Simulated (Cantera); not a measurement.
Predominance diagram of Zr at 1800 K against the partial pressures of O2 and N2 (log10, bar). Cantera with NASA thermochemical tables; ideal gases at 1 bar, condensed phases pure. Candidates: Zr(β), ZrN(s), ZrO2(tetragonal). Only these pure phases compete in this equilibrium. ZrN: taken at fixed stoichiometry.

```
log p(N2) \ log p(O2)
        columns: -20, -19.1, -18.3, -17.4, -16.5, -15.7, -14.8, -13.9, -13, -12.2, -11.3, -10.4, -9.6, -8.7, -7.8, -7, -6.1, -5.2, -4.3, -3.5, -2.6, -1.7, -0.9, 0
      0  A A A A A B B B B B B B B B B B B B B B B B B B
   -1.2  A A A A B B B B B B B B B B B B B B B B B B B B
   -2.3  A A A B B B B B B B B B B B B B B B B B B B B B
   -3.5  A A A B B B B B B B B B B B B B B B B B B B B B
   -4.7  A A B B B B B B B B B B B B B B B B B B B B B B
   -5.8  A B B B B B B B B B B B B B B B B B B B B B B B
     -7  A B B B B B B B B B B B B B B B B B B B B B B B
   -8.2  B B B B B B B B B B B B B B B B B B B B B B B B
   -9.3  B B B B B B B B B B B B B B B B B B B B B B B B
  -10.5  B B B B B B B B B B B B B B B B B B B B B B B B
  -11.7  B B B B B B B B B B B B B B B B B B B B B B B B
  -12.8  B B B B B B B B B B B B B B B B B B B B B B B B
    -14  B B B B B B B B B B B B B B B B B B B B B B B B
```

A: ZrN(s); B: ZrO2(tetragonal).
